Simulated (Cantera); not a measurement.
An isothermal, constant-pressure homogeneous reactor starts with 2.00 % CO, 6.53 % O₂, 0.780 % H₂O, 90.7 % N₂, at 1200 K and 4.10 bar.

Computed with Cantera and GRI-Mech 3.0 (53 species, 325 reactions).

x: mole fraction; the columns are a selection and need not sum to one.

| t (s) | x CO | x O₂ | x H₂O | x HO₂ | x N₂O | x H₂O₂ | x NO₂ |
|---|---|---|---|---|---|---|---|
| 1.00e-5 | 0.0200 | 0.0653 | 0.00780 | 3.91e-11 | <1e-12 | <1e-12 | <1e-12 |
| 3.74e-5 | 0.0200 | 0.0653 | 0.00780 | 1.09e-9 | 1.05e-12 | <1e-12 | <1e-12 |
| 0.000140 | 0.0200 | 0.0653 | 0.00780 | 2.33e-8 | 1.62e-11 | 5.84e-12 | <1e-12 |
| 0.000523 | 0.0199 | 0.0653 | 0.00780 | 1.16e-6 | 7.79e-10 | 5.49e-9 | <1e-12 |
| 0.00196 | 0.0178 | 0.0643 | 0.00776 | 1.78e-5 | 2.14e-7 | 1.70e-6 | 2.13e-10 |
| 0.00731 | ? | 0.0604 | 0.00781 | ? | ? | ? | ? |
| 0.0273 | ? | 0.0568 | 0.00786 | ? | ? | ? | ? |
| 0.102 | 0.000121 | 0.0559 | 0.00788 | 6.65e-7 | 2.31e-6 | 5.92e-9 | 4.02e-8 |
| 0.382 | 1.62e-6 | 0.0559 | 0.00788 | 1.30e-8 | 1.78e-6 | 4.04e-10 | 7.31e-9 |
| 1.43 | 1.69e-9 | 0.0559 | 0.00788 | 2.22e-9 | 6.06e-7 | 1.50e-10 | 1.97e-9 |
| 5.35 | 7.43e-10 | 0.0559 | 0.00788 | 1.99e-9 | 2.67e-8 | 9.15e-11 | 2.14e-9 |
| 20.0 | 7.39e-10 | 0.0559 | 0.00788 | 1.98e-9 | 1.67e-8 | 9.03e-11 | 2.15e-9 |

### Question
Fill in the missing entries.

### Answer

- 0.00731, x CO: 0.00964
- 0.00731, x HO₂: 1.35e-5
- 0.00731, x N₂O: 1.04e-6
- 0.00731, x H₂O₂: 1.09e-6
- 0.00731, x NO₂: 3.35e-9
- 0.0273, x CO: 0.00201
- 0.0273, x HO₂: 5.58e-6
- 0.0273, x N₂O: 2.03e-6
- 0.0273, x H₂O₂: 2.24e-7
- 0.0273, x NO₂: 2.06e-8
